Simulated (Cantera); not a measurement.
Charge: 1 mol Si2H6, 0.052 mol Cl2, 42 mol N2, equilibrated at 1475 K and 1400 Pa.

Cantera equilibrium calculation (NASA polynomials, part measured and part estimated; ideal gas, pure solids and liquids). Candidate condensed phases: NH4Cl, Si, Si3N4; 28 gas species. The feed counts by its element totals alone. N2 is the only nitrogen source here; it is nearly inert below about 1500 K, so the nitride shown seldom forms there in practice. Kinetics and transport are ignored.

Base state: N2 0.930, H2 0.0674, HCl 0.00237, H 2.85e-5 (mole fractions); condensed: Si3N4(s).

Task: What changes in the equilibrium state with this change: Cl2 from 0.052 to 0.1 mol?

Result: 
```json
[
 {"species": "N2", "before": "0.930", "after": "0.929"},
 {"species": "H2", "before": "0.0674", "after": "0.0663"},
 {"species": "HCl", "before": "0.00237", "after": "0.00453"},
 {"species": "SiCl2", "before": "4.44e-6", "after": "1.66e-5"},
 {"species": "H", "before": "2.85e-5", "after": "2.82e-5"},
 {"species": "Si3N4(s), mol", "before": "0.667", "after": "0.666"}
]
```
